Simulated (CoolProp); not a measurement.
CH2F2 (R32) along the isotherm 342.8 K: Z from the reference equation and from simpler models built on Tc = 351.3 K, pc = 5.783 MPa, ω = 0.277; each cubic takes its own stable root.

Model: reference Helmholtz-energy equation of state, Tillner-Roth 1997, in CoolProp.

```csv
p (MPa),phase,reference
1.81,gas,0.8559
3.61,gas,0.6727
5.42,liquid,0.1380
7.23,liquid,0.1715
9.04,liquid,0.2059
10.8,liquid,0.2391
12.6,liquid,0.2725
14.5,liquid,0.3073
16.3,liquid,0.3398
18.1,liquid,0.3718
19.9,liquid,0.4035
21.7,liquid,0.4349
23.5,liquid,0.4659
25.3,liquid,0.4966
27.1,liquid,0.5270
28.9,liquid,0.5572
```

Q: How far does each simpler model (van der Waals, Redlich-Kwong, Soave-Redlich-Kwong, Peng-Robinson) lie from the reference over these 16 states: mean and median of the absolute difference, and the worst?

A: 
- van der Waals: mean 60.8 %, median 65.4 %, worst +89.2 % at 342.8 K and 5.42 MPa
- Redlich-Kwong: mean 29.0 %, median 29.7 %, worst +48.9 % at 342.8 K and 5.42 MPa
- Soave-Redlich-Kwong: mean 27.6 %, median 28.8 %, worst +42.8 % at 342.8 K and 5.42 MPa
- Peng-Robinson: mean 15.4 %, median 15.4 %, worst +27.8 % at 342.8 K and 5.42 MPa
